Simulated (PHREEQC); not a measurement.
Make-up at 53 °C: 0.09 mol/kgw H2SO4, 0.025 mol/kgw FeCl3 and 8.7e-05 mol/kgw (CH3)4NCl. Closed to the air; pH follows from the charge balance.

All values are PHREEQC results (ion-association model, phreeqc.dat), not measurements.

This is a speciation only: nothing precipitates in the calculation.

Question: Order these S species by the share of S that they hold, largest first: HSO4-, FeHSO4+2, Fe(SO4)2-, FeSO4+, SO4-2.

Answer: HSO4- (66 %), FeSO4+ (14 %), SO4-2 (9.8 %), FeHSO4+2 (8.9 %), Fe(SO4)2- (1.7 %)

The pH is 1.05 and the ionic strength 0.174 mol/kgw. Saturation is exceeded, for instance for Hematite (slow to form), Goethite (slow to form); the values hold only as long as no solid forms. (CH3)4N+ isn't in the database: it is added as a free cation with an ion size of 4 Å. Away from 25 °C the constants follow the database's enthalpies or fits; those with neither stay at their 25 °C values.
